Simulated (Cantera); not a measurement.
Input: 1 mol Si3H8, 0.0083 mol Cl2, 5.2 mol N2, at 1427 °C.

Equilibrium computed with Cantera from the NASA thermochemical tables; the gas is ideal and each condensed phase is pure. Candidate condensed phases: NH4Cl, Si, Si3N4; 28 gas species. The feed counts by its element totals alone. Mutual solubility and eutectic melting of coexisting phases are not modelled. Equilibrium is a limit: real reactors are often held back by kinetics, nucleation or transport.

Q: Which condensed phases are stable at each of these points (P (Pa)): 100, 350, 1300, 4500, 16000, 56000, 200000?

A: 
```json
[
 {"P (Pa)": "100", "condensed phases": "Si(l)", "Si condensed (%)": "99.8"},
 {"P (Pa)": "350", "condensed phases": "Si(l) + Si3N4(s)", "Si condensed (%)": "99.9"},
 {"P (Pa)": "1300", "condensed phases": "Si3N4(s)", "Si condensed (%)": "100.0"},
 {"P (Pa)": "4500", "condensed phases": "Si3N4(s)", "Si condensed (%)": "100.0"},
 {"P (Pa)": "16000", "condensed phases": "Si3N4(s)", "Si condensed (%)": "100.0"},
 {"P (Pa)": "56000", "condensed phases": "Si3N4(s)", "Si condensed (%)": "100.0"},
 {"P (Pa)": "200000", "condensed phases": "Si3N4(s)", "Si condensed (%)": "100.0"}
]
```

At 0.750 Torr the condensed part is Si(l). At 2.63 Torr the condensed part is Si(l) + Si3N4(s). From 9.75 Torr to 1500 Torr the condensed part is Si3N4(s).
